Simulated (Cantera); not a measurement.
An adiabatic, constant-pressure homogeneous reactor starts with CO : H2 : CH4 : O2 : N2 : CO2 = 1 : 0.038 : 0.3 : 2.73 : 10.3 : 0.52 (molar parts), at 1248 K and 100000 Pa. Integrator tolerance rtol = 1e-08.

Model: GRI-Mech 3.0 (53 species, 325 reactions), integrated in Cantera.

Problem. What does this change do: CH4 0.3 to 0.86 parts?

Solution. 
```tsv
quantity	before	after
time of steepest temperature rise	2.21 ms	14.9 ms
temperature at 0.800 s	2153 K	2528 K
equilibrium temperature	2151 K	2528 K
x(CO) at 0.800 s	0.00164 (gas-phase equilibrium 0.00162)	0.0278 (gas-phase equilibrium 0.0278)
x(H2) at 0.800 s	0.000111 (gas-phase equilibrium 0.000110)	0.00365 (gas-phase equilibrium 0.00365)
x(CH4) at 0.800 s	<1e-12 (gas-phase equilibrium <1e-12)	<1e-12 (gas-phase equilibrium <1e-12)
x(H2O) at 0.800 s	0.0430 (gas-phase equilibrium 0.0431)	0.105 (gas-phase equilibrium 0.105)
x(H2O2) at 0.800 s	4.22e-8 (gas-phase equilibrium 4.18e-8)	1.56e-7 (gas-phase equilibrium 1.56e-7)
x(H) at 0.800 s	4.54e-5 (gas-phase equilibrium 4.47e-5)	0.00173 (gas-phase equilibrium 0.00173)
```
